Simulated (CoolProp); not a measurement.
R1234yf along the isobar 8.87 bar: fugacity coefficient from the reference equation and from simpler models built on Tc = 94.7 °C, pc = 33.84 bar, ω = 0.276; each cubic takes its own stable root.

Values from CoolProp's reference Helmholtz-energy equation of state, Lemmon 2022.

| T (°C) | phase | reference |
|---|---|---|
| 72.05 | gas | 0.8867 |
| 77.05 | gas | 0.8922 |
| 81.95 | gas | 0.8973 |
| 86.95 | gas | 0.9022 |
| 91.95 | gas | 0.9067 |
| 96.95 | gas | 0.9110 |
| 101.95 | gas | 0.9151 |
| 106.95 | gas | 0.9189 |
| 111.95 | gas | 0.9226 |
| 116.95 | gas | 0.9260 |
| 121.85 | gas | 0.9292 |
| 126.85 | gas | 0.9323 |
| 131.85 | gas | 0.9352 |
| 136.85 | gas | 0.9380 |

How far does each simpler model (van der Waals, Redlich-Kwong, Soave-Redlich-Kwong, Peng-Robinson) lie from the reference over these 14 states: mean and median of the absolute difference, and the worst?


- van der Waals: mean 1.3 %, median 1.1 %, worst +2.6 % at 72.05 °C and 8.87 bar
- Redlich-Kwong: mean 0.3 %, median 0.2 %, worst +0.9 % at 72.05 °C and 8.87 bar
- Soave-Redlich-Kwong: mean 0.3 %, median 0.3 %, worst +0.5 % at 72.05 °C and 8.87 bar
- Peng-Robinson: mean 0.7 %, median 0.7 %, worst -0.7 % at 111.95 °C and 8.87 bar
